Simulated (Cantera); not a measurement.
Cantera run, input and output.

```python
import numpy as np
import cantera as ct

gas = ct.Solution("gri30.yaml", transport_model="mixture-averaged")
show = ['CH3', 'NH3', 'CH4']

rows = []
print(f"{'T/K':>7s}{'rho':>11s}{'cp':>10s}{'mu':>11s}{'lambda':>11s}{'Pr':>7s}" + "".join(f"{'D_' + s:>11s}" for s in show))
for T in [400, 600, 800, 1000, 1200, 1400, 1600, 1800, 2000]:
    gas.TPX = T, 1000000, {'O2': 0.26}
    Pr = gas.cp_mass * gas.viscosity / gas.thermal_conductivity
    D = [gas.mix_diff_coeffs_mole[gas.species_index(s)] for s in show]
    rows.append([gas.density, gas.cp_mass, gas.viscosity, gas.thermal_conductivity, Pr, *D])
    print(f"{T:7g}{gas.density:11.4e}{gas.cp_mass:10.1f}{gas.viscosity:11.4e}"
          f"{gas.thermal_conductivity:11.4e}{Pr:7.3f}" + "".join(f"{d:11.4e}" for d in D))
print("SI units: kg/m3, J/kg/K, Pa s, W/m/K, m2/s")
```

Output:

```
    T/K        rho        cp         mu     lambda     Pr      D_CH3      D_NH3      D_CH4
    400 9.6212e+00     941.4 2.5629e-05 3.3852e-02  0.713 3.8354e-06 3.9045e-06 3.8180e-06
    600 6.4141e+00    1002.6 3.4077e-05 4.8204e-02  0.709 7.7395e-06 8.2320e-06 7.7008e-06
    800 4.8106e+00    1054.7 4.1353e-05 6.1440e-02  0.710 1.2613e-05 1.3721e-05 1.2547e-05
   1000 3.8485e+00    1090.2 4.7912e-05 7.3608e-02  0.710 1.8354e-05 2.0227e-05 1.8256e-05
   1200 3.2071e+00    1114.2 5.3973e-05 8.4942e-02  0.708 2.4895e-05 2.7655e-05 2.4761e-05
   1400 2.7489e+00    1134.2 5.9661e-05 9.5657e-02  0.707 3.2185e-05 3.5939e-05 3.2012e-05
   1600 2.4053e+00    1151.4 6.5055e-05 1.0592e-01  0.707 4.0186e-05 4.5028e-05 3.9969e-05
   1800 2.1380e+00    1166.8 7.0208e-05 1.1586e-01  0.707 4.8866e-05 5.4884e-05 4.8600e-05
   2000 1.9242e+00    1181.2 7.5158e-05 1.2556e-01  0.707 5.8198e-05 6.5477e-05 5.7881e-05
SI units: kg/m3, J/kg/K, Pa s, W/m/K, m2/s
```

Model: GRI-Mech 3.0 (53 species, 325 reactions), integrated in Cantera.
